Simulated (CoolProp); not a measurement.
Computed with CoolProp (reference Helmholtz-energy equation of state, Zhou 2012).

Problem. Give the vapour pressure (kPa), liquid density (kg/m³), liquid viscosity (µPa s), vapour viscosity (µPa s) of saturated p-xylene at 482.2, 530 K.

Solution. 
```csv
T (K),p (kPa),liquid density (kg/m³),liquid viscosity (µPa s),vapour viscosity (µPa s)
482.2,491,676,134,10.1
530,1100,612,97.3,11.4
```

Viscosity comes from a separate model (Balogun 2015).
